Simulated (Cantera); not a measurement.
Charge: 1 mol BCl3, 0.63 mol N2, equilibrated at 1350 K and 5.20 mbar.

These are equilibrium values from Cantera (NASA tables, ideal gas, pure condensed phases), not measurements of a reactor. Candidate condensed phases: B, BN; 10 gas species. N2 is the only nitrogen source here; it is nearly inert below about 1500 K, so the nitride shown seldom forms there in practice. The tables' values for BCl2 are old estimates; treat these amounts as uncertain. Rates play no part.

### Question
What is the equilibrium state?

### Answer
| Item | Value |
|---|---|
| x(BCl3) | 0.613 |
| x(N2) | 0.386 |
| x(Cl) | 0.000464 |
| x(BCl2) | 0.000108 |
| x(Cl2) | 3.08e-6 |
| x(BCl) | 1.24e-6 |
| n(BN(s)) | 0.000196 mol |
| gas amount | 1.630 mol |
| log10 activity of B(s) (absent) | -3.75 |
